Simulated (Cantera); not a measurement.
Feed: 1 mol Si₃N₄, 0.032 mol CO₂, 180 mol H₂, equilibrated at 1175 °C and 5.18 Torr.

Method: chemical equilibrium by Gibbs-energy minimisation in Cantera with the NASA 1993 tables (ideal gas, pure condensed phases). Candidate condensed phases: C, C₆H₆, C₇H₈, C₈H₁₈, H₂O, Si, SiC, SiO₂, Si₂N₂O, Si₃N₄; 151 gas species. Mutual solubility and eutectic melting of coexisting phases are not modelled. Rates play no part.

Problem. What is the equilibrium state?

Solution. 
| Item | Value |
|---|---|
| x(H₂) | 0.997 |
| x(N₂) | 0.00238 |
| x(H) | 0.000111 |
| x(SiO) | 3.38e-5 |
| n(Si(s)) | 0.577 mol |
| n(SiC(s)) | 0.0318 mol |
| n(Si₂N₂O(s)) | 0.0578 mol |
| n(Si₃N₄(s)) | 0.757 mol |
| gas amount | 180.4 mol |
| log10 activity of C(graphite) (absent) | -2.23 |
